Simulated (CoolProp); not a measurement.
Saturation properties of n-nonane.

Values from CoolProp's reference Helmholtz-energy equation of state, Lemmon 2006. It is a short technical equation, of lower accuracy than the large ones.

```csv
T (°C),p (kPa),liquid density (kg/m³),vapour density (kg/m³),enthalpy of vaporisation (kJ/kg)
107.15,27.11,647.4,1.125,315.7
113.85,[?],641.7,1.392,311.7
120.45,42.10,[?],1.703,307.7
127.15,51.84,630.2,2.073,303.6
133.75,63.12,624.3,[?],299.5
140.45,[?],618.3,2.996,295.3
147.05,91.74,612.4,3.561,291.0
153.75,109.6,606.2,4.220,286.6
```

**Question.** Complete the blanks.

**Answer.** 
- 113.85, p (kPa): 34.00
- 120.45, liquid density (kg/m³): 636.0
- 133.75, vapour density (kg/m³): 2.497
- 140.45, p (kPa): 76.48

It boils at 150.8 °C under 1 atm.
